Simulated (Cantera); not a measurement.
Equilibrium for abatement and gas-phase synthesis: CO2 + SO2 + H2

Feed: 1 mol CO2, 0.0074 mol SO2, 1.4 mol H2, held at 1848.15 K.

Method: chemical equilibrium by Gibbs-energy minimisation in Cantera with the NASA 1993 tables (ideal gas, pure condensed phases). Candidate condensed phases: C, C6H6, C7H8, C8H18, H2O, H2SO4, S; 123 gas species. The ideal-gas law is rough above about 30 bar. Kinetics and transport are ignored.

From 10.0 Pa to 3.00e7 Pa nothing is condensed. The main C-bearing gas is CO throughout.

```tsv
P (Pa)	x H2O	x CO	x H2	x CO2	x H
10	0.310	0.312	0.248	0.0972	0.0265
65	0.316	0.316	0.256	0.0971	0.0105
420	0.318	0.317	0.260	0.0971	0.00417
2700	0.320	0.318	0.260	0.0975	0.00165
17000	0.322	0.317	0.259	0.0984	0.000655
110000	0.323	0.317	0.258	0.0991	0.000257
720000	0.323	0.317	0.257	0.0994	0.000100
4700000	0.323	0.317	0.257	0.0995	3.93e-5
30000000	0.324	0.317	0.257	0.0997	1.55e-5
```
x: gas mole fraction; nothing condenses.
